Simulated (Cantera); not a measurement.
An adiabatic, constant-volume homogeneous reactor starts with H2 : O2 : N2 = 1 : 0.725 : 2.72 (molar parts), at 1173 K and 26.6 atm. Integrator tolerance rtol = 1e-08.

Computed with Cantera and GRI-Mech 3.0 (53 species, 325 reactions). The hydrogen kinetics of GRI-Mech 3.0 are dated; newer H2 mechanisms differ, most at raised pressure. The pressure lies above the range GRI-Mech 3.0 was tuned for (to about 10 atm).

What does this change do: H2 1 to 0.35 parts?


```csv
quantity,before,after
time of steepest temperature rise,0.203 ms,0.350 ms
temperature at 6.00 s,2924 K,1986 K
equilibrium temperature,2924 K,1986 K
x(H2) at 6.00 s,0.00503 (gas-phase equilibrium 0.00503),9.91e-6 (gas-phase equilibrium 9.91e-6)
x(O2) at 6.00 s,0.0446 (gas-phase equilibrium 0.0446),0.149 (gas-phase equilibrium 0.149)
x(H2O2) at 6.00 s,5.99e-6 (gas-phase equilibrium 5.99e-6),4.35e-7 (gas-phase equilibrium 4.35e-7)
x(HO2) at 6.00 s,4.93e-5 (gas-phase equilibrium 4.93e-5),5.22e-6 (gas-phase equilibrium 5.22e-6)
x(NO) at 6.00 s,0.0186 (gas-phase equilibrium 0.0186),0.00607 (gas-phase equilibrium 0.00607)
x(H2O) at 6.00 s,0.237 (gas-phase equilibrium 0.237),0.0963 (gas-phase equilibrium 0.0963)
```
